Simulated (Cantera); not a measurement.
A closed system holds: 1 mol SiF4, 22 mol NO, at 10.5 Torr.

Cantera equilibrium calculation (NASA polynomials, part measured and part estimated; ideal gas, pure solids and liquids). Candidate condensed phases: Si, SiO2, Si2N2O, Si3N4; 28 gas species. The tables' values for SiF3 are old estimates; treat these amounts as uncertain. The tables hold silica as quartz up to 1696 K and as liquid above; real silica turns to tridymite and cristobalite and melts near 1996 K. The numbers say what is thermodynamically allowed, not how fast it happens.

x: gas mole fraction; n: condensed amount in mol.

```json
[
 {"T (K)": "1625", "x N2": "0.477", "x O2": "0.477", "x SiF4": "0.0435", "x NO": "0.00252", "x O": "…", "n SiO2(condensed)": "0"},
 {"T (K)": "1650", "x N2": "0.477", "x O2": "0.477", "x SiF4": "0.0435", "x NO": "0.00279", "x O": "…", "n SiO2(condensed)": "0"},
 {"T (K)": "1675", "x N2": "0.477", "x O2": "0.477", "x SiF4": "0.0435", "x NO": "0.00309", "x O": "…", "n SiO2(condensed)": "0"},
 {"T (K)": "1700", "x N2": "0.476", "x O2": "0.476", "x SiF4": "0.0435", "x NO": "0.00340", "x O": "…", "n SiO2(condensed)": "0.000124"},
 {"T (K)": "1725", "x N2": "0.476", "x O2": "0.476", "x SiF4": "0.0435", "x NO": "0.00373", "x O": "…", "n SiO2(condensed)": "0.000159"},
 {"T (K)": "1750", "x N2": "0.476", "x O2": "0.476", "x SiF4": "0.0434", "x NO": "0.00408", "x O": "…", "n SiO2(condensed)": "0.000201"},
 {"T (K)": "1775", "x N2": "0.476", "x O2": "0.476", "x SiF4": "0.0434", "x NO": "0.00446", "x O": "…", "n SiO2(condensed)": "0.000251"}
]
```

Task: Some entries are withheld; supply them.

Result: 
- 1625, x O: 0.000114
- 1650, x O: 0.000151
- 1675, x O: 0.000199
- 1700, x O: 0.000261
- 1725, x O: 0.000338
- 1750, x O: 0.000436
- 1775, x O: 0.000558
